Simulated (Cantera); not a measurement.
A perfectly stirred reactor is fed with N₂O : H₂ : N₂ = 1 : 0.0091 : 5.3 (molar parts), at 0.220 bar; it is held at 1448 K, and followed from long to short residence time.

Detailed kinetics in Cantera: GRI-Mech 3.0 (53 species, 325 reactions). GRI-Mech 3.0 was tuned for natural gas; its chemistry of N2O as a main component is partial and can be far from experiment. The temperature is held fixed by assumption; the heat of reaction is taken as removed at once.

Q: What does this change do: temperature 1448 to 1000 K?

A: 
| quantity | before | after |
|---|---|---|
| x(N₂O) at τ = 13.0 s | 0.00247 | 0.154 |
| x(H₂) at τ = 13.0 s | 6.46e-7 | 5.72e-5 |
| x(N₂) at τ = 13.0 s | 0.917 | 0.843 |
| x(HO₂) at τ = 13.0 s | 1.67e-8 | 1.69e-8 |
| x(NO) at τ = 13.0 s | 0.0154 | 0.000107 |
| x(N₂O) at τ = 85.0 ms | 0.0987 | 0.158 |
| x(H₂) at τ = 85.0 ms | 3.91e-5 | 0.00118 |
| x(N₂) at τ = 85.0 ms | 0.867 | 0.840 |
| x(HO₂) at τ = 85.0 ms | 2.63e-7 | 1.26e-7 |
| x(NO) at τ = 85.0 ms | 0.0106 | 1.66e-6 |
The mechanism lacks the step 2 NO + O2 → 2 NO2, which can matter for NO2 below about 1400 K.
